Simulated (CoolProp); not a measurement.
Saturation properties of propane.

Computed with CoolProp (reference Helmholtz-energy equation of state, Lemmon 2009).

| T (°C) | p (kPa) | liquid density (kg/m³) | liquid cp (kJ/(kg K)) | liquid viscosity (µPa s) |
|---|---|---|---|---|
| -72.75 | 20.69 | 615.0 | 2.128 | 286 |
| -65.35 | 31.90 | ? | 2.153 | 260 |
| -57.95 | 47.53 | 598.8 | 2.180 | ? |
| -50.65 | 68.41 | 590.6 | 2.209 | 218 |
| -43.25 | 96.35 | 582.2 | 2.241 | 200 |
| -35.85 | ? | 573.6 | 2.276 | 184 |
| -28.45 | ? | 564.8 | 2.314 | 169 |
| -21.05 | 235.4 | 555.8 | 2.355 | 156 |
| -13.65 | ? | 546.5 | 2.399 | 145 |
| -6.25 | 390.2 | 536.9 | 2.448 | 134 |
| 1.15 | 491.3 | 527.0 | 2.502 | 124 |
| 8.55 | ? | ? | 2.561 | 115 |
| 15.95 | 750.7 | 506.1 | 2.627 | 107 |
| 23.35 | ? | 494.9 | 2.701 | 98.8 |

Task: Some entries are withheld; supply them.

Result: 
- -65.35, liquid density (kg/m³): 607.0
- -57.95, liquid viscosity (µPa s): 238
- -35.85, p (kPa): 132.5
- -28.45, p (kPa): 178.3
- -13.65, p (kPa): 305.4
- 8.55, p (kPa): 610.9
- 8.55, liquid density (kg/m³): 516.8
- 23.35, p (kPa): 912.7

It boils at -42.1 °C under 1 atm.

Viscosity comes from a separate model (Vogel 1998).
